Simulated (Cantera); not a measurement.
A perfectly stirred reactor is fed with 6.09 % CH₄, 91.4 % H₂O, 2.56 % H₂, at 11300 Torr; it is held at 1900 K, and followed from long to short residence time.

Detailed kinetics in Cantera: GRI-Mech 3.0 (53 species, 325 reactions). The pressure lies above the range GRI-Mech 3.0 was tuned for (to about 10 atm).

x: mole fraction; the columns are a selection and need not sum to one.

```tsv
τ (s)	x CH₄	x H₂O	x H₂	x CO₂	x C₂H	x C₂H₄
1.7	0.000115	0.736	0.210	0.0246	1.79e-12	1.46e-8
0.49	[?]	0.736	0.209	0.0246	2.09e-11	[?]
0.14	0.00129	0.739	0.206	0.0243	2.20e-10	1.79e-6
0.041	0.00360	0.747	0.199	0.0236	1.71e-9	1.35e-5
0.012	0.00819	0.765	0.181	0.0214	8.76e-9	6.36e-5
0.0034	[?]	0.798	[?]	[?]	[?]	[?]
0.00097	0.0239	0.839	0.111	0.00871	5.28e-8	0.000346
```

**Question.** What belongs in the gaps?

**Answer.** 
- 0.49, x CH₄: 0.000395
- 0.49, x C₂H₄: 1.71e-7
- 0.0034, x CH₄: 0.0152
- 0.0034, x H₂: 0.150
- 0.0034, x CO₂: 0.0162
- 0.0034, x C₂H: 2.79e-8
- 0.0034, x C₂H₄: 0.000181
